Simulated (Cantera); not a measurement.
Mixture: H₂ : O₂ : N₂ = 1 : 0.862 : 3.97 (molar parts), at 3.75 atm, adiabatic and at constant pressure. Ignition delay is the time to a rise of 400 K.

Detailed kinetics in Cantera: the H2/O2 subset of GRI-Mech 3.0, which has no nitrogen chemistry. The hydrogen kinetics of GRI-Mech 3.0 are dated; newer H2 mechanisms differ, most at raised pressure. Where the delays flatten at high temperature, the 400 K rule measures the pace of heat release, not the induction time.

```
quantity          before    after
---------------  -------  -------
delay at 1250 K  13.5 µs  20.2 µs
delay at 1350 K  8.08 µs  12.6 µs
delay at 1450 K  5.71 µs  9.43 µs
delay at 1550 K  4.52 µs  8.01 µs
delay at 1650 K  3.91 µs  7.49 µs
```

**Question.** What was changed between the two runs?
A. N2 3.97 to 6.4 parts
B. pressure from 3.75 atm to 1.18 atm
C. N2 3.97 to 7.2 parts
D. N2 3.97 to 7.5 parts

**Answer.** A, N2 3.97 to 6.4 parts
